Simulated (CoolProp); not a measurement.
Values from CoolProp's reference Helmholtz-energy equation of state, de Reuck 1993.

Question: Give the vapour pressure (MPa), vapour density (kg/m³), liquid viscosity (µPa s), vapour viscosity (µPa s) of saturated methanol at 352.3, 377.7 K.

Answer: 
```csv
T (K),p (MPa),vapour density (kg/m³),liquid viscosity (µPa s),vapour viscosity (µPa s)
352.3,0.176,2.06,277,11.2
377.7,0.407,4.64,213,11.9
```

Viscosity comes from a separate model (Xiang 2006).
